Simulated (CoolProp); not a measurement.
Values from CoolProp's reference Helmholtz-energy equation of state, Platzer 1990. This equation is an older, rougher fit.

**Question.** For CF4 (R14), give the phase and the speed of sound (m/s), conductivity (mW/(m K)) at 347.7 K and 101 kPa.

**Answer.** 
- 347.7 K and 101 kPa: gas; speed of sound 193, conductivity 20.0

Thermal conductivity comes from a separate model (Huber 2003), an estimate that may be off by 10 % or more.
